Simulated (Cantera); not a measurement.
Ignition delay

Mixture: CH4 : O2 : N2 : H2O = 1 : 1.54 : 8.77 : 0.24 (molar parts), equivalence ratio 1.3, at 3900000 Pa, adiabatic and at constant pressure. Ignition delay is the time to a rise of 400 K.

Computed with Cantera and GRI-Mech 3.0 (53 species, 325 reactions). The pressure lies above the range GRI-Mech 3.0 was tuned for (to about 10 atm).

| T0 (K) | delay (ms) |
|---|---|
| 1100 | 5.86 |
| 1200 | 1.60 |
| 1300 | 0.546 |
| 1400 | 0.212 |
| 1500 | 0.0885 |
| 1600 | 0.0387 |
| 1700 | 0.0175 |

```json
{
 "apparent activation energy between 1500 and 1700 K": "170 kJ/mol"
}
```
